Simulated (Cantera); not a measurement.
Feed: 1 mol MgSO4, 0.1 mol H2O, 1 mol H2, held at 1.33 mbar.

Method: chemical equilibrium by Gibbs-energy minimisation in Cantera with the NASA 1993 tables (ideal gas, pure condensed phases). Candidate condensed phases: H2O, H2SO4, Mg, MgO, Mg(OH)2, MgS, MgSO4, S; 26 gas species. Gases not in the tables: S3 to S7. The numbers say what is thermodynamically allowed, not how fast it happens.

log p: log10 of the partial pressure in bar; n: condensed amount in mol.

```json
[
 {"T (K)": "500", "log p H2O": "-2.99", "log p SO2": "-6.73", "log p H2S": "-3.52", "log p S2": "-6.33", "log p S8": "-7.21", "log p S2O": "…", "n MgO(s)": "0.250", "n MgSO4(s)": "0.750"},
 {"T (K)": "550", "log p H2O": "-2.98", "log p SO2": "-5.23", "log p H2S": "-3.55", "log p S2": "-5.07", "log p S8": "-6.04", "log p S2O": "…", "n MgO(s)": "0.259", "n MgSO4(s)": "0.741"},
 {"T (K)": "600", "log p H2O": "-2.99", "log p SO2": "-4.03", "log p H2S": "-3.77", "log p S2": "-4.31", "log p S8": "-6.17", "log p S2O": "…", "n MgO(s)": "0.339", "n MgSO4(s)": "0.661"},
 {"T (K)": "650", "log p H2O": "-3.13", "log p SO2": "-3.24", "log p H2S": "-4.99", "log p S2": "-5.00", "log p S8": "-11.62", "log p S2O": "…", "n MgO(s)": "0.893", "n MgSO4(s)": "0.107"},
 {"T (K)": "700", "log p H2O": "-3.16", "log p SO2": "-3.20", "log p H2S": "-8.45", "log p S2": "-9.37", "log p S8": "<-14", "log p S2O": "…", "n MgO(s)": "1.000", "n MgSO4(s)": "0"},
 {"T (K)": "750", "log p H2O": "-3.16", "log p SO2": "-3.20", "log p H2S": "-11.56", "log p S2": "-13.36", "log p S8": "<-14", "log p S2O": "…", "n MgO(s)": "1.000", "n MgSO4(s)": "0"},
 {"T (K)": "800", "log p H2O": "-3.16", "log p SO2": "-3.20", "log p H2S": "-13.97", "log p S2": "<-14", "log p S8": "<-14", "log p S2O": "<-14", "n MgO(s)": "1.00", "n MgSO4(s)": "0"},
 {"T (K)": "850", "log p H2O": "-3.16", "log p SO2": "-3.20", "log p H2S": "-13.96", "log p S2": "<-14", "log p S8": "<-14", "log p S2O": "<-14", "n MgO(s)": "1.00", "n MgSO4(s)": "0"},
 {"T (K)": "900", "log p H2O": "-3.16", "log p SO2": "-3.20", "log p H2S": "-13.96", "log p S2": "<-14", "log p S8": "<-14", "log p S2O": "<-14", "n MgO(s)": "1.00", "n MgSO4(s)": "0"},
 {"T (K)": "950", "log p H2O": "-3.16", "log p SO2": "-3.20", "log p H2S": "-13.95", "log p S2": "<-14", "log p S8": "<-14", "log p S2O": "<-14", "n MgO(s)": "1.00", "n MgSO4(s)": "0"},
 {"T (K)": "1000", "log p H2O": "-3.16", "log p SO2": "-3.20", "log p H2S": "-13.94", "log p S2": "<-14", "log p S8": "<-14", "log p S2O": "…", "n MgO(s)": "1.00", "n MgSO4(s)": "0"},
 {"T (K)": "1050", "log p H2O": "-3.16", "log p SO2": "-3.20", "log p H2S": "-13.91", "log p S2": "<-14", "log p S8": "<-14", "log p S2O": "…", "n MgO(s)": "1.00", "n MgSO4(s)": "0"},
 {"T (K)": "1100", "log p H2O": "-3.16", "log p SO2": "-3.20", "log p H2S": "-13.82", "log p S2": "<-14", "log p S8": "<-14", "log p S2O": "…", "n MgO(s)": "1.00", "n MgSO4(s)": "0"},
 {"T (K)": "1150", "log p H2O": "-3.16", "log p SO2": "-3.20", "log p H2S": "-13.60", "log p S2": "<-14", "log p S8": "<-14", "log p S2O": "…", "n MgO(s)": "1.00", "n MgSO4(s)": "0"}
]
```

Question: Complete the blanks.

Answer: 
- 500, log p S2O: -9.13
- 550, log p S2O: -7.48
- 600, log p S2O: -6.34
- 650, log p S2O: -6.49
- 700, log p S2O: -9.77
- 750, log p S2O: -12.79
- 1000, log p S2O: -14.83
- 1050, log p S2O: -14.75
- 1100, log p S2O: -14.61
- 1150, log p S2O: -14.36
